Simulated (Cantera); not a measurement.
Feed: 1 mol Cr2O3, a varied amount of H2, 0.064 mol H2O, held at 1.00 bar.

These are equilibrium values from Cantera (NASA tables, ideal gas, pure condensed phases), not measurements of a reactor. Candidate condensed phases: Cr, Cr2O3, H2O; 13 gas species. Mutual solubility and eutectic melting of coexisting phases are not modelled. Rates play no part.

Stable condensed phases, one row left out:

```
T in °C \ n(H2) in mol
           96  230  370  500  630  770  900 1000
   1902     A    B    C    C    C    C    C    C
   1802     A    B    B    B    B    B    C    C
   1702     A    B    B    B    B    B    B    B
   1602     A    A    B    B    B    B    B    B
   1502     A    A    A    A    B    B    B    B
   1402     A    A    A    A    A    A    B    B
   1302     A    A    A    A    A    A    A    A
   1202     A    A    A    A    A    A    A    A
   1002     D    D    A    A    A    A    A    A
    902     D    D    D    D    D    D    A    A
    802     D    D    D    D    D    D    D    D
    702     D    D    D    D    D    D    D    D
```

A: Cr + Cr2O3; B: Cr; C: gas only; D: Cr2O3.

Give the row for 1102 °C.

96: Cr2O3; 230: Cr + Cr2O3; 370: Cr + Cr2O3; 500: Cr + Cr2O3; 630: Cr + Cr2O3; 770: Cr + Cr2O3; 900: Cr + Cr2O3; 1000: Cr + Cr2O3.
